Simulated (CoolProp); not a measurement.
Decamethylcyclopentasiloxane (D5) at several states: density (kg/m³) from the reference equation and from simpler models built on Tc = 618.3 K, pc = 10.78 bar, ω = 0.631; each cubic takes its own stable root.

Model: reference Helmholtz-energy equation of state, Thol 2019, in CoolProp.

| T (K) | p (bar) | phase | reference | van der Waals | Redlich-Kwong | Peng-Robinson |
|---|---|---|---|---|---|---|
| 616.9 | 0.526 | gas | 3.871 | 3.859 | 3.868 | 3.875 |
| 616.7 | 2.13 | gas | ? | ? | ? | ? |
| 284.4 | 0.332 | liquid | ? | ? | ? | ? |

### Question
Fill in the missing entries.

### Answer

- 616.7, reference: 16.65
- 616.7, van der Waals: 16.42
- 616.7, Redlich-Kwong: 16.58
- 616.7, Peng-Robinson: 16.72
- 284.4, reference: 968.4
- 284.4, van der Waals: 520.8
- 284.4, Redlich-Kwong: 774.8
- 284.4, Peng-Robinson: 911.9
